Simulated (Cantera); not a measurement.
Cantera run:

```python
import numpy as np
import cantera as ct

gas_names = [...]  # 95 gases of nasa_gas.yaml made of C, F, H
cond_names = """
    C(gr) C6H6(L) C7H8(L) C8H18(L),n-octa
""".split()


# ... load() reads the species with a 1 bar reference pressure and builds the phases ...
atoms = {
    'CHF3': {'C': 1, 'H': 1, 'F': 3},
    'H2': {'H': 2},
}
top_T = {'C(gr)': 4500}  # K; cautious upper limits of use, not melting points


# ... equilibrate(T, P, feed) seeds the gas with the atoms and calls Mixture.equilibrate('TP', solver="vcs", rtol=1e-11, max_steps=5000) ...
results = []
T = 2448.15  # K
P = 35000  # Pa
for m in [0.32, 0.59, 0.86, 1.1, 1.4, 1.7, 1.9, 2.2, 2.5, 2.7]:
    feed = {'CHF3': 1, 'H2': m}  # mol
    mix = equilibrate(T, P, feed)
    results.append((T, P, feed, dict(zip(mix.species_names, mix.species_moles))))

top = {s: max(r[3][s] / sum(r[3][g] for g in gas_names) for r in results) for s in gas_names}
cols = sorted((s for s in top if top[s] > 0.001), key=lambda s: -top[s])[:6]
seen = [c for c in cond_names if any(r[3].get(c, 0) > 1e-12 for r in results)]
print("log10 of partial pressures in bar; condensed amounts in mol")
print(f"{'n(H2)':>10s}" + "".join(f"{s[:9]:>10s}" for s in cols + seen))
for T, P, feed, n in results:
    ng = sum(n[g] for g in gas_names)
    print(f"{feed['H2']:10.4g}" + "".join(f"{np.log10(max(n[s] / ng * P / 1e5, 1e-99)):10.3f}" for s in cols)
          + "".join(f"{n.get(c, 0):10.4g}" for c in seen))
```

Result:

```
log10 of partial pressures in bar; condensed amounts in mol
     n(H2)        HF        H2       CF2       CF4         F         H     C(gr)
      0.32    -0.579    -6.413    -1.410    -1.531    -1.813    -4.907    0.5571
      0.59    -0.523    -6.102    -1.608    -1.928    -1.913    -4.752    0.7235
      0.86    -0.480    -5.596    -2.029    -2.769    -2.123    -4.499    0.9051
       1.1    -0.472    -1.990    -5.617    -9.945    -3.917    -2.696    0.9983
       1.4    -0.513    -1.413    -6.278   -11.266    -4.247    -2.407    0.9933
       1.7    -0.550    -1.203    -6.562   -11.835    -4.389    -2.302    0.9882
       1.9    -0.573    -1.115    -6.696   -12.103    -4.456    -2.258    0.9848
       2.2    -0.606    -1.021    -6.855   -12.421    -4.536    -2.211    0.9797
       2.5    -0.636    -0.954    -6.983   -12.677    -4.600    -2.178    0.9746
       2.7    -0.655    -0.918    -7.057   -12.825    -4.637    -2.160    0.9712
```

Cantera equilibrium calculation (NASA polynomials, part measured and part estimated; ideal gas, pure solids and liquids). The tables' values for C2F4 are old estimates; treat these amounts as uncertain. Gases not in the tables: C2F6 and larger saturated fluorocarbons.
